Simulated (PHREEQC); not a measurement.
Consider water at 80 °C with 0.012 mol/kgw NaHS, 0.11 mol/kgw NaHCO3 and 0.00046 mol/kgw CdCl2. Closed to the air; pH follows from the charge balance.

Model: ion-association model, wateq4f.dat, run in PHREEQC.

Precipitation was switched off in this run.

### Question
Order these Na species by the share of Na that they hold, largest first: Na+, NaCO3-, NaHCO3.

### Answer
Na+ (94 %), NaCO3- (3.6 %), NaHCO3 (2.8 %)

### Question
Order these Cd species by the share of Cd that they hold, largest first: Cd(HS)2, Cd(HS)4-2, Cd(HS)3-.

### Answer
Cd(HS)4-2 (61 %), Cd(HS)3- (23 %), Cd(HS)2 (16 %)

The pH is 7.56 and the ionic strength 0.115 mol/kgw. Saturation is exceeded, for instance for Greenockite; the values hold only as long as no solid forms. Constants without temperature data keep their 25 °C values here. The polysulfide entries of wateq4f.dat were taken out for this run.
